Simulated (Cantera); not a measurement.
SiO₂ + CH₄ + CO (carbothermic reduction)

Charge: 1 mol SiO₂, 1.2 mol CH₄, 0.25 mol CO, held at 1052 °C.

Cantera equilibrium calculation (NASA polynomials, part measured and part estimated; ideal gas, pure solids and liquids). Candidate condensed phases: C, C₆H₆, C₇H₈, C₈H₁₈, H₂O, Si, SiC, SiO₂; 123 gas species. Mutual solubility and eutectic melting of coexisting phases are not modelled. The tables hold silica as quartz up to 1696 K and as liquid above; real silica turns to tridymite and cristobalite and melts near 1996 K. Gases not in the tables: Si(OH)₄. Rates play no part.

From 0.0750 Torr to 1.35 Torr the condensed part is SiC(s) + SiO₂(β-quartz). At 5.63 Torr the condensed part is C(graphite) + SiC(s) + SiO₂(β-quartz). From 24.0 Torr to 7500 Torr the condensed part is C(graphite) + SiO₂(β-quartz).

```json
[
 {"P (Pa)": "10", "log p H₂": "-4.17", "log p CO": "-4.52", "log p CH₄": "-11.51", "log p SiO": "-5.60", "log p H₂O": "-9.84", "n SiC(s)": "0.370", "n SiO₂(β-quartz)": "0.540", "n C(graphite)": "0"},
 {"P (Pa)": "42", "log p H₂": "-3.54", "log p CO": "-3.89", "log p CH₄": "-9.82", "log p SiO": "-5.81", "log p H₂O": "-8.99", "n SiC(s)": "0.396", "n SiO₂(β-quartz)": "0.591", "n C(graphite)": "0"},
 {"P (Pa)": "180", "log p H₂": "-2.90", "log p CO": "-3.26", "log p CH₄": "-8.14", "log p SiO": "-6.02", "log p H₂O": "-8.15", "n SiC(s)": "0.399", "n SiO₂(β-quartz)": "0.599", "n C(graphite)": "0"},
 {"P (Pa)": "750", "log p H₂": "-2.18", "log p CO": "-3.03", "log p CH₄": "-6.54", "log p SiO": "-6.09", "log p H₂O": "-7.35", "n SiC(s)": "0.0473", "n SiO₂(β-quartz)": "0.952", "n C(graphite)": "1.06"},
 {"P (Pa)": "3200", "log p H₂": "-1.54", "log p CO": "-2.52", "log p CH₄": "-5.25", "log p SiO": "-6.60", "log p H₂O": "-6.20", "n SiC(s)": "0", "n SiO₂(β-quartz)": "1.000", "n C(graphite)": "1.20"},
 {"P (Pa)": "13000", "log p H₂": "-0.93", "log p CO": "-1.91", "log p CH₄": "-4.03", "log p SiO": "-7.21", "log p H₂O": "-4.98", "n SiC(s)": "0", "n SiO₂(β-quartz)": "1.000", "n C(graphite)": "1.20"},
 {"P (Pa)": "56000", "log p H₂": "-0.30", "log p CO": "-1.28", "log p CH₄": "-2.77", "log p SiO": "-7.84", "log p H₂O": "-3.72", "n SiC(s)": "0", "n SiO₂(β-quartz)": "1.00", "n C(graphite)": "1.19"},
 {"P (Pa)": "240000", "log p H₂": "0.33", "log p CO": "-0.65", "log p CH₄": "-1.51", "log p SiO": "-8.47", "log p H₂O": "-2.46", "n SiC(s)": "0", "n SiO₂(β-quartz)": "1.00", "n C(graphite)": "1.17"},
 {"P (Pa)": "1000000", "log p H₂": "0.93", "log p CO": "-0.03", "log p CH₄": "-0.31", "log p SiO": "-9.09", "log p H₂O": "-1.24", "n SiC(s)": "0", "n SiO₂(β-quartz)": "1.00", "n C(graphite)": "1.09"}
]
```
log p: log10 of the partial pressure in bar; n: condensed amount in mol.
